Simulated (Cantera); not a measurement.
What does this Cantera script print?

```python
import numpy as np
import cantera as ct

gas_names = """
    C CH CH2 CH3 CH2OH CH3O CH4 CH3OH CN CO CO2 COOH C2 C2H CHCO,ketyl C2H2,acetylene C2H2,vinylidene
    CH2CO,ketene C2H3,vinyl CH3CN CH3CO,acetyl C2H4 C2H4O,ethylen CH3CHO,ethanal CH3COOH (HCOOH)2 C2H5
    C2H6 CH3OCH3 C2H5OH CCN CNC C2N2 C2O C3 C3H3,propargyl C3H4,allene C3H4,propyne C3H4,cyclo-
    C3H5,allyl C3H6,propylene C3H6,cyclo- C3H6O C3H7,n-propyl C3H7,i-propyl C3H8 C3H8O,1propanol
    C3H8O,2propanol C3O2 C4 C4H2 C4H4,1,3-cyclo- C4H6,butadiene C4H6,2-butyne C4H6,cyclo- C4H8,1-butene
    C4H8,cis2-buten C4H8,tr2-butene C4H8,isobutene C4H8,cyclo- (CH3COOH)2 C4H9,n-butyl C4H9,i-butyl
    C4H9,s-butyl C4H9,t-butyl C4H10,isobutane C4H10,n-butane C4N2 C5 C5H6,1,3cyclo- C5H8,cyclo-
    C5H10,1-pentene C5H10,cyclo- C5H11,pentyl C5H11,t-pentyl C5H12,n-pentane C5H12,i-pentane
    CH3C(CH3)2CH3 C6H2 C6H5,phenyl C6H5O,phenoxy C6H6 C6H5OH,phenol C6H10,cyclo- C6H12,1-hexene
    C6H12,cyclo- C6H13,n-hexyl C7H7,benzyl C7H8 C7H8O,cresol C7H14,1-heptene C7H15,n-heptyl
    C7H16,n-heptane C8H8,styrene C8H10,ethylbenz C8H16,1-octene C8H17,n-octyl C8H18,isooctane
    C8H18,n-octane C9H19,n-nonyl C10H8,naphthale C10H21,n-decyl C12H9,o-bipheny C12H10,bipheny H HCN HCO
    HCCN HNC HNCO HNO HNO2 HNO3 HO2 H2 HCHO,formaldehy HCOOH H2O H2O2 N NCO NH NH2 NH3 NH2OH NO NO2 NO3
    N2 N2H2 N2H4 N2O O OH O2 O3
""".split()
cond_names = """
    C(gr) C6H6(L) C7H8(L) C8H18(L),n-octa H2O(s) H2O(L)
""".split()


def load(file, names, dense=False):
    # The tables refer to 1 bar. Condensed volumes are neglected.
    table = {s.name: s for s in ct.Species.list_from_file(file)}
    out = []
    for n in names:
        d = dict(table[n].input_data)
        d["thermo"] = dict(d["thermo"], **{"reference-pressure": 1e5})
        if dense:
            d["equation-of-state"] = {"model": "constant-volume", "density": "1e6 g/cm^3"}
        out.append(ct.Species.from_dict(d))
    return out


gas = ct.Solution(thermo="ideal-gas", species=load("nasa_gas.yaml", gas_names))
cond = {s.name: ct.Solution(thermo="fixed-stoichiometry", species=[s], name=s.name)
        for s in load("nasa_condensed.yaml", cond_names, dense=True)}
atoms = {
    'C2H4': {'C': 2, 'H': 4},
    'CO2': {'C': 1, 'O': 2},
    'N2': {'N': 2},
}
top_T = {'C(gr)': 4500}  # K; cautious upper limits of use, not melting points


def equilibrate(T, P, feed):
    n = {}
    for name, mol in feed.items():
        for a, k in atoms[name].items():
            n[a] = n.get(a, 0.0) + k * mol
    gas.TPX = T, P, n
    mass = sum(n.values()) * gas.mean_molecular_weight
    gas.equilibrate("TP")
    valid = [c for c in cond.values() if c.min_temp <= T <= top_T.get(c.name, c.max_temp)]
    mix = ct.Mixture([(gas, mass / gas.mean_molecular_weight)] + [(c, 0.0) for c in valid])
    mix.T, mix.P = T, P
    mix.equilibrate("TP", solver="vcs", rtol=1e-11, max_steps=5000)
    return mix


results = []
feed = {'C2H4': 1, 'CO2': 0.083, 'N2': 0.56}  # mol
T = 998.15  # K
P = 6000000  # Pa
mix = equilibrate(T, P, feed)
results.append((T, P, feed, dict(zip(mix.species_names, mix.species_moles))))
x = sorted(zip(gas.X, gas.species_names), reverse=True)
print(f"T = {T:g} K  P = {P:g} Pa  gas = {mix.phase_moles(0):.4g} mol")
print("   x: " + "  ".join(f"{s} {v:.3e}" for v, s in x if v > 0.0001))
print("   condensed (mol): " + ("  ".join(f"{mix.phase(i).name} {mix.phase_moles(i):.4g}"
      for i in range(1, mix.n_phases) if mix.phase_moles(i) > 1e-12) or "none"))
```

It prints:

```
T = 998.15 K  P = 6e+06 Pa  gas = 1.889 mol
   x: CH4 3.679e-01  N2 2.952e-01  H2 2.509e-01  H2O 6.806e-02  CO 1.110e-02  CO2 4.355e-03  NH3 2.415e-03
   condensed (mol): C(gr) 1.358
```

Equilibrium computed with Cantera from the NASA thermochemical tables; the gas is ideal and each condensed phase is pure. The ideal-gas law is rough above about 30 bar.
